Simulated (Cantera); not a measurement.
Mixture: CH4 : O2 : N2 : H2O = 1 : 2.74 : 10.3 : 3.9 (molar parts), at 500000 Pa, adiabatic and at constant pressure. Ignition delay is the time to a rise of 400 K.

Model: GRI-Mech 3.0 (53 species, 325 reactions), integrated in Cantera.

Task: What does this change do: constant volume in place of constant pressure?

Result: 
| quantity | before | after |
|---|---|---|
| delay at 1300 K | 3.43 ms | 3.29 ms |
| delay at 1350 K | 2.03 ms | 1.93 ms |
| delay at 1400 K | 1.21 ms | 1.15 ms |
| delay at 1450 K | 0.731 ms | 0.692 ms |
| delay at 1500 K | 0.443 ms | 0.419 ms |
| delay at 1550 K | 0.271 ms | 0.256 ms |
| delay at 1600 K | 0.168 ms | 0.159 ms |
| apparent activation energy between 1500 and 1600 K | 190 kJ/mol | 190 kJ/mol |

Task: What does this change do: H2O 3.9 to 4.9 parts?

Result: 
```
quantity                                                before       after
--------------------------------------------------  ----------  ----------
delay at 1300 K                                        3.43 ms     3.65 ms
delay at 1350 K                                        2.03 ms     2.17 ms
delay at 1400 K                                        1.21 ms     1.30 ms
delay at 1450 K                                       0.731 ms    0.786 ms
delay at 1500 K                                       0.443 ms    0.476 ms
delay at 1550 K                                       0.271 ms    0.291 ms
delay at 1600 K                                       0.168 ms    0.180 ms
apparent activation energy between 1500 and 1600 K  190 kJ/mol  190 kJ/mol
```

Task: What does this change do: O2 2.74 to 3.4 parts?

Result: 
| quantity | before | after |
|---|---|---|
| delay at 1300 K | 3.43 ms | 2.53 ms |
| delay at 1350 K | 2.03 ms | 1.49 ms |
| delay at 1400 K | 1.21 ms | 0.890 ms |
| delay at 1450 K | 0.731 ms | 0.538 ms |
| delay at 1500 K | 0.443 ms | 0.330 ms |
| delay at 1550 K | 0.271 ms | 0.205 ms |
| delay at 1600 K | 0.168 ms | 0.129 ms |
| apparent activation energy between 1500 and 1600 K | 190 kJ/mol | 190 kJ/mol |
